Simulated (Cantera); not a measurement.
An isothermal, constant-pressure homogeneous reactor starts with CH₄ : H₂ = 0.016 : 1 (molar parts), at 1698 K and 66.8 Torr. Integrator tolerance rtol = 1e-08.

Model: GRI-Mech 3.0 (53 species, 325 reactions), integrated in Cantera. GRI-Mech 3.0 stops at C3 and has no aromatics, soot or wall deposition, so with more carbon than oxygen in the feed, carbon stays in small species such as C2H2 where larger ones or solid carbon would form.

Problem. What does this change do: temperature 1698 to 1575 K?

Solution. 
| quantity | before | after |
|---|---|---|
| x(CH₄) at 30.0 s | 0.000978 (gas-phase equilibrium 0.000964) | 0.00400 (gas-phase equilibrium 0.00274) |
| x(H₂) at 30.0 s | 0.991 (gas-phase equilibrium 0.991) | 0.990 (gas-phase equilibrium 0.991) |
| x(C₂H) at 30.0 s | 1.96e-8 (gas-phase equilibrium 1.96e-8) | 2.34e-9 (gas-phase equilibrium 2.61e-9) |
| x(H) at 30.0 s | 0.000486 (gas-phase equilibrium 0.000486) | 0.000138 (gas-phase equilibrium 0.000140) |
| x(C₂H₂) at 30.0 s | 0.00723 (gas-phase equilibrium 0.00724) | 0.00571 (gas-phase equilibrium 0.00632) |
| x(CH₃) at 30.0 s | 9.72e-6 (gas-phase equilibrium 9.58e-6) | 1.13e-5 (gas-phase equilibrium 7.83e-6) |
| x(CH₂) at 30.0 s | 4.91e-9 (gas-phase equilibrium 4.84e-9) | 1.44e-9 (gas-phase equilibrium 1.00e-9) |
